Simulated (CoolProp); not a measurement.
Vapour-liquid equilibrium of propane (1) + n-pentane (2) at 0.0706 bar; x and y are mole fractions of (1).

Values from CoolProp's multi-fluid Helmholtz-energy mixture model, Lemmon 2009 and Thol 2019; pair parameters Kunz 2012.

### Question
Give the bubble temperature and the first vapour's composition at x = 0.05, 0.65, 0.875. Is there an azeotrope?

### Answer
x = 0.05: 225.0 K, y = 0.790; x = 0.65: 189.5 K, y = 0.996; x = 0.875: 186.1 K, y = 0.999. No azeotrope shows between x = 0.05 and 0.95.

Pair parameters are fitted to limited data, so mixtures are less certain than the pure fluids.
